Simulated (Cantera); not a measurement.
A perfectly stirred reactor is fed with 2.78 % C₂H₆, 97.2 % N₂, at 180000 Pa; it is held at 1650 K, and followed from long to short residence time.

Computed with Cantera and GRI-Mech 3.0 (53 species, 325 reactions). GRI-Mech 3.0 stops at C3 and has no aromatics, soot or wall deposition, so with more carbon than oxygen in the feed, carbon stays in small species such as C2H2 where larger ones or solid carbon would form.

One state of this run: x C₂H₆ = 6.48e-6; x CH₃ = 3.91e-5; x CH₂ = 1.41e-8; x H₂ = 0.0450; x H = 1.69e-5; x HCN = 1.19e-6; x C₂H₄ = 0.000173. x: mole fraction; the columns are a selection and need not sum to one.

Task: Which value of τ (s) does it belong to?
A. 0.038
B. 0.75
C. 0.0087
D. 0.00044

Result: B, 0.75
